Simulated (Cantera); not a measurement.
A closed system holds: 1 mol Si(CH3)4, 0.47 mol C3H8, a varied amount of H2, equilibrated at 1877 °C and 2.93 Torr.

Cantera equilibrium calculation (NASA polynomials, part measured and part estimated; ideal gas, pure solids and liquids). Candidate condensed phases: C, C6H6, C7H8, C8H18, Si, SiC; 87 gas species. Gases not in the tables: Si2H6 and higher silanes. Equilibrium is a limit: real reactors are often held back by kinetics, nucleation or transport.

Q: Which condensed phases are stable at each of these points (n(H2) (mol)): 90, 160, 220, 290, 350, 420, 480, 550?

A: 
```json
[
 {"n(H2) (mol)": "90", "condensed phases": "C(graphite) + SiC(s)", "Si condensed (%)": "34.7"},
 {"n(H2) (mol)": "160", "condensed phases": "C(graphite)", "Si condensed (%)": "0.0"},
 {"n(H2) (mol)": "220", "condensed phases": "C(graphite)", "Si condensed (%)": "0.0"},
 {"n(H2) (mol)": "290", "condensed phases": "C(graphite)", "Si condensed (%)": "0.0"},
 {"n(H2) (mol)": "350", "condensed phases": "C(graphite)", "Si condensed (%)": "0.0"},
 {"n(H2) (mol)": "420", "condensed phases": "C(graphite)", "Si condensed (%)": "0.0"},
 {"n(H2) (mol)": "480", "condensed phases": "C(graphite)", "Si condensed (%)": "0.0"},
 {"n(H2) (mol)": "550", "condensed phases": "C(graphite)", "Si condensed (%)": "0.0"}
]
```

At 90 mol H2 the condensed part is C(graphite) + SiC(s). From 160 mol H2 to 550 mol H2 the condensed part is C(graphite).
